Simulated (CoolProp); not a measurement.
Saturation properties of R123.

Model: reference Helmholtz-energy equation of state, Younglove 1994, in CoolProp. It is a modified Benedict-Webb-Rubin equation, recast in Helmholtz form.

```json
[
 {"T (K)": "244", "p (MPa)": "0.007102", "liquid density (kg/m³)": "1595", "liquid cp (kJ/(kg K))": "0.9586", "surface tension (mN/m)": "21.8", "vapour viscosity (µPa s)": "8.73"},
 {"T (K)": "249.9", "p (MPa)": "0.01001", "liquid density (kg/m³)": "1581", "liquid cp (kJ/(kg K))": "0.9647", "surface tension (mN/m)": "21.1", "vapour viscosity (µPa s)": "8.96"},
 {"T (K)": "255.7", "p (MPa)": "0.01377", "liquid density (kg/m³)": "1568", "liquid cp (kJ/(kg K))": "0.9709", "surface tension (mN/m)": "20.4", "vapour viscosity (µPa s)": "9.18"},
 {"T (K)": "261.6", "p (MPa)": "0.01873", "liquid density (kg/m³)": "1554", "liquid cp (kJ/(kg K))": "0.9773", "surface tension (mN/m)": "19.6", "vapour viscosity (µPa s)": "9.41"},
 {"T (K)": "267.5", "p (MPa)": "0.02505", "liquid density (kg/m³)": "1540", "liquid cp (kJ/(kg K))": "0.9839", "surface tension (mN/m)": "18.9", "vapour viscosity (µPa s)": "9.63"},
 {"T (K)": "273.4", "p (MPa)": "0.03302", "liquid density (kg/m³)": "1526", "liquid cp (kJ/(kg K))": "0.9905", "surface tension (mN/m)": "18.2", "vapour viscosity (µPa s)": "9.85"},
 {"T (K)": "279.3", "p (MPa)": "0.04292", "liquid density (kg/m³)": "1511", "liquid cp (kJ/(kg K))": "0.9973", "surface tension (mN/m)": "17.4", "vapour viscosity (µPa s)": "10.1"},
 {"T (K)": "285.2", "p (MPa)": "0.05506", "liquid density (kg/m³)": "1497", "liquid cp (kJ/(kg K))": "1.004", "surface tension (mN/m)": "16.7", "vapour viscosity (µPa s)": "10.3"},
 {"T (K)": "291", "p (MPa)": "0.06954", "liquid density (kg/m³)": "1482", "liquid cp (kJ/(kg K))": "1.011", "surface tension (mN/m)": "16.0", "vapour viscosity (µPa s)": "10.5"},
 {"T (K)": "296.9", "p (MPa)": "0.08720", "liquid density (kg/m³)": "1467", "liquid cp (kJ/(kg K))": "1.018", "surface tension (mN/m)": "15.3", "vapour viscosity (µPa s)": "10.7"},
 {"T (K)": "302.8", "p (MPa)": "0.1082", "liquid density (kg/m³)": "1452", "liquid cp (kJ/(kg K))": "1.025", "surface tension (mN/m)": "14.6", "vapour viscosity (µPa s)": "10.9"},
 {"T (K)": "308.7", "p (MPa)": "0.1330", "liquid density (kg/m³)": "1437", "liquid cp (kJ/(kg K))": "1.033", "surface tension (mN/m)": "13.9", "vapour viscosity (µPa s)": "11.1"},
 {"T (K)": "314.6", "p (MPa)": "0.1620", "liquid density (kg/m³)": "1421", "liquid cp (kJ/(kg K))": "1.040", "surface tension (mN/m)": "13.3", "vapour viscosity (µPa s)": "11.3"},
 {"T (K)": "320.4", "p (MPa)": "0.1951", "liquid density (kg/m³)": "1405", "liquid cp (kJ/(kg K))": "1.048", "surface tension (mN/m)": "12.6", "vapour viscosity (µPa s)": "11.5"},
 {"T (K)": "326.3", "p (MPa)": "0.2338", "liquid density (kg/m³)": "1389", "liquid cp (kJ/(kg K))": "1.056", "surface tension (mN/m)": "11.9", "vapour viscosity (µPa s)": "11.7"}
]
```

It boils at 301.0 K under 1 atm.

Viscosity comes from a separate model (Tanaka 1996). Surface tension comes from a separate correlation (Mulero 2012).
